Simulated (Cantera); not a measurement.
Premixed flame

A freely propagating, adiabatic, planar premixed flame of 52.2 % H2, 10.0 % O2, 37.8 % N2, equivalence ratio 2.6, unburnt at 550 K and 380000 Pa; mixture-averaged transport, grid criteria slope 0.08 and curve 0.16, no radiation.

Computed with Cantera and the H2/O2 subset of GRI-Mech 3.0, which has no nitrogen chemistry. The hydrogen kinetics of GRI-Mech 3.0 are dated; newer H2 mechanisms differ, most at raised pressure. Burning velocities carry a grid error of a few per cent, more on coarse grids.

| z (mm) | T (K) | u (m/s) | x H2 | x O2 | x H2O | x H | x O | x OH |
|---|---|---|---|---|---|---|---|---|
| -0.249 | 550 | 7.05 | 0.522 | 0.100 | <1e-8 | <1e-8 | <1e-8 | <1e-8 |
| -0.166 | 550 | 7.05 | 0.522 | 0.100 | <1e-8 | <1e-8 | <1e-8 | <1e-8 |
| -0.124 | 550 | 7.05 | 0.522 | 0.100 | 1.13e-7 | <1e-8 | <1e-8 | <1e-8 |
| -0.0830 | 551 | 7.06 | 0.522 | 0.100 | 5.67e-6 | <1e-8 | 2.68e-8 | <1e-8 |
| -0.0415 | 617 | 7.79 | 0.512 | 0.101 | 0.00278 | 0.000184 | 1.53e-5 | 8.47e-5 |
| -0.0207 | 897 | 11.0 | 0.478 | 0.0920 | 0.0288 | 0.00488 | 0.000220 | 0.000611 |
| 0 | 1265 | 15.1 | 0.417 | 0.0643 | 0.0903 | 0.0226 | 0.00111 | 0.00119 |
| 0.0207 | 1521 | 18.1 | 0.360 | 0.0287 | 0.159 | 0.0422 | 0.00136 | 0.00187 |
| 0.0415 | 1652 | 19.6 | 0.334 | 0.00953 | 0.196 | 0.0497 | 0.000752 | 0.00195 |
| 0.0830 | 1761 | 20.8 | 0.327 | 0.00103 | 0.214 | 0.0461 | 0.000258 | 0.00187 |
| 0.166 | 1851 | 21.7 | 0.333 | 7.56e-5 | 0.217 | 0.0352 | 0.000138 | 0.00169 |
| 0.332 | 1931 | 22.5 | 0.341 | 2.07e-5 | 0.219 | 0.0239 | 7.04e-5 | 0.00134 |
| 0.664 | 1992 | 23.1 | 0.346 | 8.78e-6 | 0.221 | 0.0151 | 3.01e-5 | 0.000942 |
x: mole fraction of selected species; z is measured from the peak of heat release.

| Property | Value |
|---|---|
| laminar burning velocity | 705 cm/s |
| thermal thickness | 0.0830 mm |
| peak x(H) | 0.0500 |
| peak x(O) | 0.00144 |
| peak x(OH) | 0.00196 |
| grid points | 113 |
